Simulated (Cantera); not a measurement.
A Cantera script and its output.

```python
import numpy as np
import cantera as ct

gas = ct.Solution("gri30.yaml")
gas.TP = 300, 101325
flame = ct.CounterflowDiffusionFlame(gas, width=0.02)
flame.fuel_inlet.X, flame.fuel_inlet.T = {'CH4': 1, 'C2H6': 0.2, 'C3H8': 0.91}, 300
flame.oxidizer_inlet.X, flame.oxidizer_inlet.T = {'O2': 0.26, 'N2': 0.74}, 550
flame.set_refine_criteria(ratio=3, slope=0.12, curve=0.24, prune=0.03)
show = ['OH', 'H', 'NO', 'CO', 'C2H2']

rows = []
print(f"{'mdot':>8s}{'a_max':>10s}{'a_mean':>10s}{'Tmax/K':>9s}" + "".join(f"{s:>11s}" for s in show) + "   (peak mole fractions)")
for i, mdot in enumerate([0.25, 0.43, 0.72, 1.2, 2.1, 3.5, 5.9]):  # kg/m2/s on the oxidiser side
    flame.oxidizer_inlet.mdot, flame.fuel_inlet.mdot = mdot, 1.3 * mdot
    flame.solve(loglevel=0, auto=(i == 0))
    if flame.T.max() < max(300, 550) + 100:
        print(f"{mdot:8.3g}  no burning solution found from the previous one")
        break
    dT = np.abs(np.gradient(flame.T, flame.grid))
    rows.append([flame.strain_rate("max"), flame.strain_rate("mean"), flame.T.max(),
                 *(flame.X[gas.species_index(s)].max() for s in show), max(dT[0], dT[-1]) / dT.max()])
    print(f"{mdot:8.3g}{rows[-1][0]:10.1f}{rows[-1][1]:10.1f}{rows[-1][2]:9.1f}" + "".join(f"{x:11.3e}" for x in rows[-1][3:-1]))
```

It prints:

```
    mdot     a_max    a_mean   Tmax/K         OH          H         NO         CO       C2H2   (peak mole fractions)
    0.25     223.8      33.0   2309.6  1.297e-02  5.875e-03  5.243e-04  9.192e-02  4.169e-02
    0.43     366.2      56.7   2275.5  1.303e-02  6.421e-03  4.475e-04  8.948e-02  3.979e-02
    0.72     587.3      95.0   2246.3  1.295e-02  6.957e-03  3.859e-04  8.752e-02  3.770e-02
     1.2     941.0     158.4   2218.7  1.281e-02  7.500e-03  3.276e-04  8.606e-02  3.548e-02
     2.1    1572.6     277.1   2180.6  1.232e-02  7.966e-03  2.563e-04  8.471e-02  3.236e-02
     3.5    2513.6     461.9   2139.3  1.158e-02  8.191e-03  1.879e-04  8.400e-02  2.875e-02
     5.9    4057.0     778.6   2087.0  1.045e-02  8.073e-03  1.187e-04  8.437e-02  2.402e-02
```

Computed with Cantera and GRI-Mech 3.0 (53 species, 325 reactions). GRI-Mech 3.0 was tuned for natural gas; its chemistry of propane as a main component is partial and can be far from experiment. GRI-Mech 3.0 has no aromatics or soot, which form on the fuel side of real flames. The maximum strain rate includes the flame's own expansion and is several times the mean.
